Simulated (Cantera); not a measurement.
Charge: 1 mol SiH2Cl2, 1.5 mol O3, equilibrated at 0.0370 bar.

Cantera equilibrium calculation (NASA polynomials, part measured and part estimated; ideal gas, pure solids and liquids). Candidate condensed phases: H2O, Si, SiO2; 30 gas species. Equilibrium is a limit: real reactors are often held back by kinetics, nucleation or transport. All values below are at 727 °C.

Base state: HCl 0.461, O2 0.356, H2O 0.0911, Cl2 0.0908, Cl 0.000608 (mole fractions); condensed: SiO2(β-quartz).

What changes in the equilibrium state with this change: pressure from 0.0370 bar to 0.00190 bar?


| species | before | after |
|---|---|---|
| HCl | 0.461 | 0.529 |
| O2 | 0.356 | 0.369 |
| H2O | 0.0911 | 0.0506 |
| Cl2 | 0.0908 | 0.0496 |
| Cl | 0.000608 | 0.00198 |
| SiO2(β-quartz), mol | 1.00 | 1.00 |

What changes in the equilibrium state with this change: 0.71 mol HF added?


| species | before | after |
|---|---|---|
| HCl | 0.461 | 0.396 |
| O2 | 0.356 | 0.297 |
| HF | 0 | 0.146 |
| SiF4 | 0 | 0.0103 |
| Cl2 | 0.0908 | 0.0649 |
| H2O | 0.0911 | 0.0858 |
| Cl | 0.000608 | 0.000514 |
| SiO2(β-quartz), mol | 1.00 | 0.961 |
